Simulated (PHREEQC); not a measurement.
**Spent oxide etchant (model solution)**

Solution (47 °C): 0.002 mol HF, 0.00044 mol (NH4)2SiF6 and 0.00054 mol H2SO4 per kg of water. Closed to the air; pH follows from the charge balance.

The numbers come from PHREEQC with the ion-association model, phreeqc.dat.

The pH is 2.88 and the ionic strength is 0.00288 mol/kgw. The total alkalinity is -4.84 meq/kg.

| species | molality | activity | log γ |
|---|---|---|---|
| HF | 0.00274 | 0.00274 | 0.000 |
| H+ | 0.00140 | 0.00133 | -0.025 |
| F- | 0.000971 | 0.000913 | -0.027 |
| NH4+ | 0.000876 | 0.000823 | -0.027 |
| SO4-2 | 0.000454 | 0.000356 | -0.105 |
| H4SiO4 | 0.000289 | 0.000289 | 0.000 |
| SiF6-2 | 0.000151 | 0.000119 | -0.105 |

Precipitation was switched off in this run. The solution is supersaturated, for example in Quartz (slow to form), so a real one may precipitate; this is no full list. Constants without temperature data keep their 25 °C values here. SiF6-2 is the database's only silicon fluoride.
